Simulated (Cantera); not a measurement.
A closed system holds: 1 mol trisilylamine, 0.29 mol NH₃, at 7.28 Torr.

Method: chemical equilibrium by Gibbs-energy minimisation in Cantera with the NASA 1993 tables (ideal gas, pure condensed phases). Candidate condensed phases: Si, Si₃N₄; 18 gas species. The feed counts by its element totals alone. Mutual solubility and eutectic melting of coexisting phases are not modelled. Gases not in the tables: Si₂H₆ and higher silanes. The numbers say what is thermodynamically allowed, not how fast it happens.

Problem. Which condensed phases are stable at each of these points (T (K)): 973, 1123, 1273, 1423, 1573, 1723, 1873, 2023?

Solution. 
```
T (K)  condensed phases  Si condensed (%)
-----  ----------------  ----------------
973    Si(s) + Si₃N₄(s)             100.0
1123   Si(s) + Si₃N₄(s)             100.0
1273   Si(s) + Si₃N₄(s)             100.0
1423   Si(s) + Si₃N₄(s)             100.0
1573   Si(s) + Si₃N₄(s)             100.0
1723              Si(l)             100.0
1873              Si(l)              99.8
2023              Si(l)              98.7
```

From 973 K to 1573 K the condensed part is Si(s) + Si₃N₄(s). From 1723 K to 2023 K the condensed part is Si(l).
